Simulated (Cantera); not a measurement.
What does this Cantera script print?

```python
import numpy as np
import cantera as ct

gas_names = """
    H2 SiCL2 CL2 SiH4 SiCL4
""".split()
cond_names = """
    Si(cr) Si(L)
""".split()


# ... load() reads the species with a 1 bar reference pressure and builds the phases ...
species = {s.name: s for s in load("nasa_gas.yaml", gas_names) + load("nasa_condensed.yaml", cond_names)}
# Each term lists the table entries of one substance; the one whose range holds T is used.
reactions = {
    '2 H2(g) + SiCl2(g) = Cl2(g) + SiH4(g)':
        [(-2, ['H2']), (-1, ['SiCL2']), (1, ['CL2']), (1, ['SiH4'])],
    'Si + SiCl4(g) = 2 SiCl2(g)':
        [(-1, ['Si(cr)', 'Si(L)']), (-1, ['SiCL4']), (2, ['SiCL2'])],
}


def pick(names, T):
    return next(species[n] for n in names if species[n].thermo.min_temp <= T <= species[n].thermo.max_temp)


results = []
for label, terms in reactions.items():
    print(label)
    print("     T/K   dH/kJ  dS/(J/K)   dG/kJ   log10 K")
    for T in [300, 1250, 1350, 1450, 1550, 1650, 1750, 1850, 1950, 2050, 2150, 2250]:
        used = [(nu, pick(names, T)) for nu, names in terms]
        dH = sum(nu * s.thermo.h(T) for nu, s in used) / 1e6
        dS = sum(nu * s.thermo.s(T) for nu, s in used) / 1e3
        dG = dH - T * dS / 1e3
        logK = -dG * 1e6 / (ct.gas_constant * T * np.log(10))
        results.append((label, T, dH, dS, dG, logK, [s.name for _, s in used]))
        print(f"{T:8g} {dH:8.1f} {dS:8.1f} {dG:8.1f} {logK:8.2f}")
```

It prints:

```
2 H2(g) + SiCl2(g) = Cl2(g) + SiH4(g)
     T/K   dH/kJ  dS/(J/K)   dG/kJ   log10 K
     300    202.9   -115.2    237.4   -41.34
    1250    196.6   -131.8    361.4   -15.10
    1350    197.4   -131.2    374.5   -14.49
    1450    198.4   -130.5    387.6   -13.96
    1550    199.4   -129.8    400.6   -13.50
    1650    200.5   -129.1    413.6   -13.09
    1750    201.7   -128.4    426.5   -12.73
    1850    202.9   -127.8    439.3   -12.40
    1950    204.2   -127.1    452.0   -12.11
    2050    205.5   -126.5    464.7   -11.84
    2150    206.8   -125.8    477.3   -11.60
    2250    208.1   -125.2    489.9   -11.37
Si + SiCl4(g) = 2 SiCl2(g)
     T/K   dH/kJ  dS/(J/K)   dG/kJ   log10 K
     300    325.5    212.8    261.6   -45.56
    1250    310.8    192.4     70.3    -2.94
    1350    308.8    190.9     51.1    -1.98
    1450    306.9    189.5     32.1    -1.16
    1550    304.9    188.2     13.2    -0.44
    1650    302.9    186.9     -5.6     0.18
    1750    250.7    156.1    -22.4     0.67
    1850    248.9    155.0    -38.0     1.07
    1950    247.0    154.1    -53.4     1.43
    2050    245.1    153.1    -68.8     1.75
    2150    243.2    152.2    -84.0     2.04
    2250    241.4    151.4    -99.2     2.30
```

Standard-state values (1 bar) from the NASA 1993 polynomials, evaluated with Cantera. Condensed species are held in their standard states even where they would react or evaporate.
